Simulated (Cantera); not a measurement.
Feed: 1 mol Si₃N₄, 0.074 mol O₂, 280 mol H₂, 0.042 mol N₂O, held at 1800 °C and 13000 Pa.

Equilibrium computed with Cantera from the NASA thermochemical tables; the gas is ideal and each condensed phase is pure. Candidate condensed phases: H₂O, Si, SiO₂, Si₂N₂O, Si₃N₄; 35 gas species. Gases not in the tables: Si₂H₆ and higher silanes. Equilibrium is a limit: real reactors are often held back by kinetics, nucleation or transport.

Base state: H₂ 0.984, H 0.00724, N₂ 0.00720, Si 0.000768, SiO 0.000670, SiH 0.000158, SiH₂ 0.000156 (mole fractions); condensed: Si(l).

Task: What changes in the equilibrium state with this change: Si₃N₄ replaced by SiC?

Result: 
| species | before | after |
|---|---|---|
| H₂ | 0.984 | 0.991 |
| H | 0.00724 | 0.00727 |
| CO | 0 | 0.000500 |
| N₂ | 0.00720 | 0.000128 |
| Si | 0.000768 | 0.000309 |
| HCN | 0 | 3.88e-5 |
| C₂H₂ (acetylene) | 0 | 3.80e-5 |
| Si₂C | 0 | 1.14e-5 |
| SiO | 0.000670 | 0.000175 |
| SiH | 0.000158 | 6.38e-5 |
| Si(l), mol | 2.49 | 0 |
| SiC(s), mol | 0 | 0.820 |
Further candidate phases: C, C₆H₆, C₇H₈, C₈H₁₈, SiC.
